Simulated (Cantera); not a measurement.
A Cantera script and what it prints.

```python
import numpy as np
import cantera as ct

gas_names = """
    F F2 H HF H2 H2F2 H3F3 H4F4 H5F5 H6F6 H7F7 N NF NF2 NF3 NH NH2 NH3 N2 N2H2 N2H4 Si SiF SiF2 SiF3
    SiF4 SiH SiHF3 SiH2 SiH2F2 SiH3 SiH3F SiH4 SiN Si2 Si2N Si3
""".split()
cond_names = """
    Si(cr) Si(L) Si3N4(a)
""".split()


# ... load() reads the species with a 1 bar reference pressure and builds the phases ...
atoms = {
    'Si': {'Si': 1},
    'HF': {'H': 1, 'F': 1},
    'N2': {'N': 2},
}
top_T = {'Si3N4(a)': 2400}  # K; cautious upper limits of use, not melting points


# ... equilibrate(T, P, feed) seeds the gas with the atoms and calls Mixture.equilibrate('TP', solver="vcs", rtol=1e-11, max_steps=5000) ...
results = []
feed = {'Si': 1, 'HF': 1.6, 'N2': 0.3}  # mol
T = 925  # K
P = 6600  # Pa
mix = equilibrate(T, P, feed)
results.append((T, P, feed, dict(zip(mix.species_names, mix.species_moles))))
print(gas.report(threshold=0.0001))
for i in range(1, mix.n_phases):
    print(f"{mix.phase(i).name:16s} {mix.phase_moles(i):12.5e} mol")
```

It prints:

```
       temperature   925 K
          pressure   6600 Pa
           density   0.031167 kg/m^3
  mean mol. weight   36.319 kg/kmol
   phase of matter   gas

                          1 kg             1 kmol
                     ---------------   ---------------
          enthalpy       -1.4008e+07       -5.0876e+08  J
   internal energy        -1.422e+07       -5.1645e+08  J
           entropy            7349.3        2.6692e+05  J/K
    Gibbs function       -2.0806e+07       -7.5566e+08  J
 heat capacity c_p            1491.2             54157  J/K
 heat capacity c_v            1262.2             45843  J/K

                      mass frac. Y      mole frac. X     chem. pot. / RT
                     ---------------   ---------------   ---------------
                H2          0.036678           0.66077           -20.448
              SiF3        0.00037102        0.00015838           -190.28
              SiF4           0.92259           0.32194           -252.54
             SiHF3          0.039465           0.01665           -200.51
            SiH2F2        0.00088785        0.00047352           -148.47
     [  +32 minor]        8.5441e-06        1.0505e-05

Si(cr)            1.44696e-01 mol
Si3N4(a)          1.50000e-01 mol
```

Equilibrium computed with Cantera from the NASA thermochemical tables; the gas is ideal and each condensed phase is pure. N2 is the only nitrogen source here; it is nearly inert below about 1500 K, so the nitride shown seldom forms there in practice. The tables' values for SiF3 are old estimates; treat these amounts as uncertain.
